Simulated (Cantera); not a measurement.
Input: 1 mol BN, 3.3 mol F₂, held at 1100 K and 74.0 Pa.

These are equilibrium values from Cantera (NASA tables, ideal gas, pure condensed phases), not measurements of a reactor. Candidate condensed phases: B, BN; 13 gas species. Equilibrium is a limit: real reactors are often held back by kinetics, nucleation or transport.

Base state: F 0.698, BF₃ 0.197, N₂ 0.0986, F₂ 0.00616 (mole fractions); condensed: gas only.

Q: What changes in the equilibrium state with this change: pressure from 74.0 Pa to 1.00 bar?

A: 
```json
[
 {"species": "F₂", "before": "0.00616", "after": "0.416"},
 {"species": "BF₃", "before": "0.197", "after": "0.282"},
 {"species": "F", "before": "0.698", "after": "0.156"},
 {"species": "N₂", "before": "0.0986", "after": "0.136"},
 {"species": "NF₃", "before": "1.12e-8", "after": "0.00987"}
]
```
